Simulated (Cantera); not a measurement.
# Equilibrium for carbothermic reduction: MgO + C + H₂ + CH₄

Charge: 1 mol MgO, 1.2 mol C, 0.4 mol H₂, 1.6 mol CH₄, at 0.660 bar.

Method: chemical equilibrium by Gibbs-energy minimisation in Cantera with the NASA 1993 tables (ideal gas, pure condensed phases). Candidate condensed phases: C, C₆H₆, C₇H₈, C₈H₁₈, H₂O, Mg, MgCO₃, MgO, Mg(OH)₂; 116 gas species. The tables' values for MgH are old estimates; treat these amounts as uncertain. Equilibrium is a limit: real reactors are often held back by kinetics, nucleation or transport.

```json
[
 {"T (°C)": "1577", "x H₂": "0.751", "x CO": "0.124", "x Mg": "0.123", "x H": "0.000575", "n C(graphite)": "2.20", "n MgO(s)": "0.406"},
 {"T (°C)": "1677", "x H₂": "0.641", "x CO": "0.179", "x Mg": "0.177", "x H": "0.00113", "n C(graphite)": "1.80", "n MgO(s)": "0"},
 {"T (°C)": "1777", "x H₂": "0.640", "x CO": "0.179", "x Mg": "0.177", "x H": "0.00223", "n C(graphite)": "1.79", "n MgO(s)": "0"},
 {"T (°C)": "1877", "x H₂": "0.638", "x CO": "0.178", "x Mg": "0.176", "x H": "0.00415", "n C(graphite)": "1.79", "n MgO(s)": "0"},
 {"T (°C)": "1977", "x H₂": "0.634", "x CO": "0.178", "x Mg": "0.176", "x H": "0.00728", "n C(graphite)": "1.78", "n MgO(s)": "0"},
 {"T (°C)": "2077", "x H₂": "0.629", "x CO": "0.178", "x Mg": "0.176", "x H": "0.0122", "n C(graphite)": "1.76", "n MgO(s)": "0"},
 {"T (°C)": "2177", "x H₂": "0.621", "x CO": "0.177", "x Mg": "0.175", "x H": "0.0195", "n C(graphite)": "1.74", "n MgO(s)": "0"},
 {"T (°C)": "2277", "x H₂": "0.610", "x CO": "0.176", "x Mg": "0.174", "x H": "0.0300", "n C(graphite)": "1.71", "n MgO(s)": "0"}
]
```
x: gas mole fraction; n: condensed amount in mol.

At 1577 °C the condensed part is C(graphite) + MgO(s). From 1677 °C to 2277 °C the condensed part is C(graphite). The main Mg-bearing gas is Mg throughout.
